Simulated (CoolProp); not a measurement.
Computed with CoolProp (reference Helmholtz-energy equation of state, Leachman 2009).

Task: For normal hydrogen, give the phase and the cv (kJ/(kg K)), speed of sound (m/s) at -51.25 °C and 0.101 MPa.

Result: 
- -51.25 °C and 0.101 MPa: gas; cv 9.68, speed of sound 1140
